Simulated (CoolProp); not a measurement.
Saturated liquid density (kg/m³) of methane: the reference equation beside estimates from Tc = 190.6 K, pc = 45.99 bar, ω = 0.011. Rackett uses Z = 0.29056 − 0.08775 ω.

Values from CoolProp's reference Helmholtz-energy equation of state, Setzmann 1991.

```
T (K)  reference  Rackett  van der Waals  Peng-Robinson
-----  ---------  -------  -------------  -------------
104.6      432.5    431.6          296.7          487.4
108.3      427.2    426.3          293.1          481.2
112.1      421.7    420.8          289.3          474.5
115.9      416.1    415.1          285.4          467.5
119.6      410.5    409.5          281.5          460.5
123.4      404.6    403.6          277.4          452.9
127.2      398.6    397.5          273.1          445.0
130.9      392.6    391.4          268.8          437.0
```

Absolute difference from the reference over all 8 rows, mean and median: Rackett 0.2 and 0.2 %, van der Waals 31.4 and 31.4 %, Peng-Robinson 12.2 and 12.3 %.
